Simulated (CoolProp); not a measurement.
Vapour-liquid equilibrium of cis-2-butene (1) + acetone (2) at -2.65 °C; x and y are mole fractions of (1).

Computed with CoolProp (multi-fluid Helmholtz-energy mixture model, Lemmon 2005 and Lemmon 2006; pair parameters Bell 2016).

```tsv
x	bubble pressure (kPa)	y at the bubble point	dew pressure at overall composition x (kPa)	liquid density (mol/L)
0.05	19.64	0.605	8.483	13.88
0.2	44.71	0.846	10.03	13.42
0.35	58.00	0.892	12.25	12.99
0.5	64.43	0.911	15.73	12.59
0.65	68.18	0.923	21.96	12.22
0.8	71.95	0.940	36.12	11.89
0.95	77.01	0.977	73.66	11.62
```

No azeotrope shows between x = 0.05 and 0.95.

The pair parameters rest on a limited set of measurements; away from them the model extrapolates. With so large a gap from Raoult's law the liquid may split in two, which this calculation doesn't test in full.
